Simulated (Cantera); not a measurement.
Charge: 1 mol Si, 2.5 mol NF3, 36 mol N2, equilibrated at 1.70 mbar.

Method: chemical equilibrium by Gibbs-energy minimisation in Cantera with the NASA 1993 tables (ideal gas, pure condensed phases). Candidate condensed phases: Si, Si3N4; 16 gas species. The numbers say what is thermodynamically allowed, not how fast it happens. All values below are at 973 K.

Base state: N2 0.894, F 0.0801, SiF4 0.0240, F2 0.00196 (mole fractions); condensed: gas only.

Question: What changes in the equilibrium state with this change: NF3 from 2.5 to 2.1 mol?

Answer: 
```
species   before     after
-------  -------  --------
N2         0.894     0.919
F         0.0801    0.0552
SiF4      0.0240    0.0248
F2       0.00196  0.000932
```
